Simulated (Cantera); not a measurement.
## Thermodynamics of fluorocarbon and chlorocarbon gases, feed CHF3 + F2 + H2

Charge: 1 mol CHF3, 0.091 mol F2, 0.42 mol H2, held at 1.90 Pa.

Method: chemical equilibrium by Gibbs-energy minimisation in Cantera with the NASA 1993 tables (ideal gas, pure condensed phases). Candidate condensed phases: C, C6H6, C7H8, C8H18; 95 gas species. Gases not in the tables: C2F6 and larger saturated fluorocarbons. The numbers say what is thermodynamically allowed, not how fast it happens.

| T (K) | x HF | x F | x H | x C | x CF4 | x CF2 | x C3 | x CF | n C(graphite) |
|---|---|---|---|---|---|---|---|---|---|
| 1473 | 0.843 | 0.00269 | 5.96e-8 | <1e-12 | 0.152 | 0.00253 | <1e-12 | 3.46e-7 | 0.663 |
| 1673 | 0.797 | 0.0550 | 8.31e-7 | 3.49e-10 | 0.114 | 0.0334 | 9.19e-11 | 3.64e-5 | 0.657 |
| 1873 | 0.627 | 0.301 | 1.08e-5 | 8.61e-8 | 0.00610 | 0.0648 | 5.14e-8 | 0.000714 | 0.789 |
| 2073 | 0.585 | 0.400 | 0.000292 | 7.31e-6 | 7.33e-6 | 0.0124 | 8.26e-6 | 0.00262 | 0.953 |
| 2273 | 0.570 | 0.415 | 0.00557 | 0.000282 | 1.31e-8 | 0.00212 | 0.000531 | 0.00626 | 0.967 |
| 2473 | 0.475 | 0.430 | 0.0562 | 0.00602 | 6.64e-11 | 0.000484 | 0.0171 | 0.0129 | 0.743 |
| 2673 | 0.212 | 0.479 | 0.195 | 0.0431 | <1e-12 | 8.48e-5 | 0.0488 | 0.0137 | 0 |
| 2873 | 0.0520 | 0.520 | 0.283 | 0.115 | <1e-12 | 9.08e-6 | 0.0140 | 0.00694 | 0 |
| 3073 | 0.0110 | 0.525 | 0.300 | 0.158 | <1e-12 | 6.68e-7 | 0.000947 | 0.00211 | 0 |
| 3273 | 0.00269 | 0.527 | 0.304 | 0.164 | <1e-12 | 5.30e-8 | 4.37e-5 | 0.000583 | 0 |
| 3473 | 0.000764 | 0.528 | 0.305 | 0.166 | <1e-12 | 5.42e-9 | 2.62e-6 | 0.000181 | 0 |
x: gas mole fraction; n: condensed amount in mol.

From 1473 K to 2473 K the condensed part is C(graphite). From 2673 K to 3473 K nothing is condensed. The main C-bearing gas is CF4 at 1473 K and C at 3473 K.
